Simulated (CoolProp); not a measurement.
Model: reference Helmholtz-energy equation of state, Wu 2012, in CoolProp.

Problem. For fluoroethane (R161), give the phase and the density (kg/m³), cv (kJ/(kg K)), isothermal compressibility (1/MPa) at 53.75 °C and 5 MPa; 130.65 °C and 5 MPa.

Solution. 
- 53.75 °C and 5 MPa: liquid; density 660, cv 1.52, isothermal compressibility 0.00813
- 130.65 °C and 5 MPa: gas; density 108, cv 1.62, isothermal compressibility 0.332
